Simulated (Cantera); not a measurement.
A closed system holds: 1 mol CsCl, 0.21 mol H₂O, 0.61 mol N₂, at 1725 K and 4.20 mbar.

Method: chemical equilibrium by Gibbs-energy minimisation in Cantera with the NASA 1993 tables (ideal gas, pure condensed phases). Candidate condensed phases: Cs, CsCl, CsOH, H₂O, NH₄Cl; 37 gas species. Kinetics and transport are ignored.

Task: What is the equilibrium state?

Result: 
```
Quantity                               Result
----------------------------------  ---------
x(CsCl)                                 0.544
x(N₂)                                   0.334
x(H₂O)                                  0.110
x(HCl)                                0.00408
x(CsOH)                               0.00283
x(Cs)                                 0.00148
x(H₂)                                 0.00148
x(O₂)                                0.000886
x(OH)                                0.000451
gas amount                          1.824 mol
log10 activity of CsCl(l) (absent)      -2.89
log10 activity of CsOH(l) (absent)      -6.21
log10 activity of Cs(l) (absent)        -6.80
```
